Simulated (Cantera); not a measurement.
Feed: 1 mol Fe2O3, 3.5 mol H2S, 8.3 mol N2, 0.055 mol SO3, equilibrated at 1273.15 K and 18.0 bar.

Equilibrium computed with Cantera from the NASA thermochemical tables; the gas is ideal and each condensed phase is pure. Candidate condensed phases: Fe, FeO, Fe(OH)2, Fe(OH)3, FeS, FeSO4, FeS2, Fe2O3, Fe2(SO4)3, Fe3O4, H2O, H2SO4, S; 38 gas species. FeS: taken at fixed stoichiometry. Gases not in the tables: S3 to S7. Rates play no part.

Base state: N2 0.673, H2O 0.223, H2S 0.0545, S2 0.0267, SO2 0.0162, H2 0.00594, S2O 0.000913, SH 7.05e-5 (mole fractions); condensed: FeS(s).

Q: What changes in the equilibrium state with this change: pressure from 18.0 bar to 0.270 bar?

A: 
```json
[
 {"species": "N2", "before": "0.673", "after": "0.666"},
 {"species": "H2O", "before": "0.223", "after": "0.228"},
 {"species": "S2", "before": "0.0267", "after": "0.0404"},
 {"species": "H2S", "before": "0.0545", "after": "0.0303"},
 {"species": "H2", "before": "0.00594", "after": "0.0219"},
 {"species": "SO2", "before": "0.0162", "after": "0.0125"},
 {"species": "SO", "before": "3.79e-5", "after": "0.000106"},
 {"species": "S2O", "before": "0.000913", "after": "0.000384"},
 {"species": "SH", "before": "7.05e-5", "after": "0.000167"},
 {"species": "FeS(s), mol", "before": "2.00", "after": "2.00"}
]
```
